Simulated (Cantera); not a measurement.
Charge: 1 mol Fe2O3, 3.6 mol H2, 14 mol N2, held at 1225 K and 0.00420 bar.

Equilibrium computed with Cantera from the NASA thermochemical tables; the gas is ideal and each condensed phase is pure. Candidate condensed phases: Fe, FeO, Fe(OH)2, Fe(OH)3, Fe2O3, Fe3O4, H2O; 27 gas species. The tables' stoichiometric FeO is somewhat more stable than real wüstite, so its field is too wide. FeO: taken at fixed stoichiometry. Kinetics and transport are ignored.

Base state: N2 0.795, H2 0.148, H2O 0.0568 (mole fractions); condensed: FeO(s).

Problem. What changes in the equilibrium state with this change: temperature from 1225 K to 2198 K?

Solution. 
```json
[
 {"species": "N2", "before": "0.795", "after": "0.701"},
 {"species": "H2O", "before": "0.0568", "after": "0.126"},
 {"species": "Fe", "before": "2.02e-8", "after": "0.0917"},
 {"species": "H2", "before": "0.148", "after": "0.0422"},
 {"species": "H", "before": "1.85e-6", "after": "0.0177"},
 {"species": "FeO", "before": "<1e-9", "after": "0.00838"},
 {"species": "O2", "before": "<1e-9", "after": "0.00268"},
 {"species": "FeO(s), mol", "before": "2.00", "after": "0"}
]
```
